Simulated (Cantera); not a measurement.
# Premixed flame

A freely propagating, adiabatic, planar premixed flame of CH₄ : H₂ : O₂ : N₂ = 1 : 0.42 : 2.6 : 9.78 (molar parts), equivalence ratio 0.85, unburnt at 500 K and 3450 Torr; mixture-averaged transport, grid criteria slope 0.08 and curve 0.16, no radiation.

Detailed kinetics in Cantera: GRI-Mech 3.0 (53 species, 325 reactions). Burning velocities carry a grid error of a few per cent, more on coarse grids.

| z (mm) | T (K) | u (m/s) | x CH₄ | x H₂ | x O₂ | x HCO | x C₂H₆ | x N₂O |
|---|---|---|---|---|---|---|---|---|
| -0.351 | 501 | 0.535 | 0.0725 | 0.0295 | 0.189 | <1e-8 | 2.66e-8 | <1e-8 |
| -0.234 | 505 | 0.539 | 0.0724 | 0.0279 | 0.189 | <1e-8 | 5.27e-7 | <1e-8 |
| -0.175 | 520 | 0.554 | 0.0717 | 0.0261 | 0.188 | <1e-8 | 2.94e-6 | <1e-8 |
| -0.117 | 600 | 0.639 | 0.0676 | 0.0226 | 0.183 | <1e-8 | 2.87e-5 | <1e-8 |
| -0.0585 | 996 | 1.06 | 0.0467 | 0.0174 | 0.150 | 1.89e-7 | 0.000306 | 7.40e-8 |
| -0.0292 | 1390 | 1.49 | 0.0252 | 0.0146 | 0.112 | 5.31e-6 | 0.000459 | 1.83e-7 |
| 0 | 1772 | 1.91 | 0.00525 | 0.0108 | 0.0697 | 2.12e-5 | 5.56e-5 | 3.74e-7 |
| 0.0292 | 1943 | 2.08 | 0.000252 | 0.00654 | 0.0470 | 4.86e-6 | 1.33e-7 | 6.16e-7 |
| 0.0585 | 2018 | 2.15 | 6.72e-6 | 0.00479 | 0.0398 | 2.13e-7 | <1e-8 | 7.81e-7 |
| 0.117 | 2100 | 2.23 | <1e-8 | 0.00348 | 0.0351 | 1.16e-8 | <1e-8 | 8.97e-7 |
| 0.234 | 2170 | 2.30 | <1e-8 | 0.00206 | 0.0321 | <1e-8 | <1e-8 | 9.02e-7 |
| 0.468 | 2210 | 2.33 | <1e-8 | 0.00108 | 0.0306 | <1e-8 | <1e-8 | 7.29e-7 |
| 0.935 | 2225 | 2.35 | <1e-8 | 0.000702 | 0.0301 | <1e-8 | <1e-8 | 5.64e-7 |
x: mole fraction of selected species; z is measured from the peak of heat release.

```
Quantity                      Value
------------------------  ---------
laminar burning velocity  53.4 cm/s
thermal thickness          0.117 mm
peak x(HCO)                 2.13e-5
peak x(C₂H₆)               0.000476
grid points                     143
```
